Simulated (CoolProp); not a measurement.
R143a at several states: fugacity coefficient from the reference equation and from simpler models built on Tc = 345.9 K, pc = 3762 kPa, ω = 0.261; each cubic takes its own stable root.

Computed with CoolProp (reference Helmholtz-energy equation of state, Lemmon and Jacobsen 2000).

```tsv
T (K)	p (kPa)	phase	reference	van der Waals	Redlich-Kwong	Soave-Redlich-Kwong
412.6	29.8	gas	0.9984	0.9985	0.9984	0.9986
167	213	liquid	0.008933	0.3770	0.02446	0.008332
234.7	449	liquid	0.3194	0.9126	0.5281	0.3241
233.8	279	liquid	0.4920	0.9453	0.8167	0.4982
190.1	2570	liquid	0.005438	0.08457	0.01259	0.005342
293.5	248	gas	0.9568	0.9711	0.9644	0.9621
```

At some of these states van der Waals gives the other phase, because its saturation line lies elsewhere.
